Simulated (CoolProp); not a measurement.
Computed with CoolProp (reference Helmholtz-energy equation of state, Thol 2017).

Q: For decamethyltetrasiloxane (MD2M), give the phase and the Z, cv (kJ/(kg K)), Joule-Thomson coefficient (K/MPa) at 298.5 K and 1.01 bar; 313.3 K and 1.01 bar.

A: 
- 298.5 K and 1.01 bar: liquid; Z 0.0149, cv 1.43, Joule-Thomson coefficient -0.444
- 313.3 K and 1.01 bar: liquid; Z 0.0144, cv 1.47, Joule-Thomson coefficient -0.426
